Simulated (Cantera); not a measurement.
# Hydrocarbon pyrolysis for carbon deposition

A perfectly stirred reactor is fed with CH4 : N2 : H2O = 1 : 8.2 : 0.076 (molar parts), at 495 Torr; it is held at 1950 K, and followed from long to short residence time.

Model: GRI-Mech 3.0 (53 species, 325 reactions), integrated in Cantera. GRI-Mech 3.0 stops at C3 and has no aromatics, soot or wall deposition, so with more carbon than oxygen in the feed, carbon stays in small species such as C2H2 where larger ones or solid carbon would form.

```
τ (s)      x CH4     x HCN     x CH3   x H2    x C2H
------  --------  --------  --------  -----  -------
2.6     0.000962  0.000846   6.81e-5  0.154  2.46e-6
1.3      0.00135  0.000587   9.54e-5  0.153  2.45e-6
0.67     0.00189  0.000408  0.000132  0.152  2.43e-6
0.34     0.00265  0.000277  0.000184  0.150  2.41e-6
0.17     0.00376  0.000183  0.000258  0.148  2.38e-6
0.087    0.00529  0.000120  0.000356  0.144  2.34e-6
0.044    0.00749   7.62e-5  0.000493  0.140  2.27e-6
0.022     0.0107   4.70e-5  0.000684  0.133  2.17e-6
0.011     0.0153   2.82e-5  0.000942  0.126  2.02e-6
0.0058    0.0212   1.71e-5   0.00125  0.116  1.84e-6
0.0029    0.0298   9.52e-6   0.00168  0.104  1.59e-6
```
x: mole fraction; the columns are a selection and need not sum to one.
